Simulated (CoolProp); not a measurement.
Vapour-liquid equilibrium of R125 (1) + ethanol (2) at 0.199 MPa; x and y are mole fractions of (1).

The numbers come from the multi-fluid Helmholtz-energy mixture model, Lemmon 2005 and Schroeder 2014; pair parameters Bell 2016 in CoolProp.

**Question.** Give the bubble temperature and the first vapour's composition at x = 0.05, 0.2, 0.35. Is there an azeotrope?

**Answer.** x = 0.05: 28.3 °C, y = 0.951; x = 0.2: -12.7 °C, y = 0.997; x = 0.35: -21.8 °C, y = 0.999. No azeotrope shows between x = 0.05 and 0.95.

Pair parameters are fitted to limited data, so mixtures are less certain than the pure fluids. With so large a gap from Raoult's law the liquid may split in two, which this calculation doesn't test in full.
